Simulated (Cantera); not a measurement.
An adiabatic, constant-volume homogeneous reactor starts with CH4 : O2 : N2 : H2O = 1 : 2.86 : 10.6 : 1.3 (molar parts), equivalence ratio 0.70, at 1575 K and 1.00 bar.

Model: GRI-Mech 3.0 (53 species, 325 reactions), integrated in Cantera.

Problem. Predict: time of steepest temperature rise; temperature at 2.00 s; equilibrium temperature; x(O2) at 2.00 s; x(H2O) at 2.00 s; x(CO) at 2.00 s.

Solution. 
```
Quantity                                                          Result
---------------------------------  -------------------------------------
time of steepest temperature rise                               0.560 ms
temperature at 2.00 s                                             2701 K
equilibrium temperature                                           2701 K
x(O2) at 2.00 s                    0.0509 (gas-phase equilibrium 0.0509)
x(H2O) at 2.00 s                     0.183 (gas-phase equilibrium 0.183)
x(CO) at 2.00 s                    0.0154 (gas-phase equilibrium 0.0154)
```
